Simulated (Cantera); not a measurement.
A freely propagating, adiabatic, planar premixed flame of 7.39 % CH₄, 1.26 % C₂H₆, 19.2 % O₂, 72.1 % N₂, equivalence ratio 1.00, unburnt at 700 K and 100000 Pa; unity-Lewis-number transport, grid criteria slope 0.08 and curve 0.16, no radiation.

Model: GRI-Mech 3.0 (53 species, 325 reactions), integrated in Cantera. Unity Lewis numbers drop preferential diffusion, which matters most where H2 and H carry the flame. Burning velocities carry a grid error of a few per cent, more on coarse grids.

Task: Predict: laminar burning velocity; thermal thickness; peak x(HO₂); peak x(H₂); peak x(HCN).

Result: 
* **laminar burning velocity**: 130 cm/s
* **thermal thickness**: 0.337 mm
* **peak x(HO₂)**: 0.000166
* **peak x(H₂)**: 0.0242
* **peak x(HCN)**: 4.93e-6
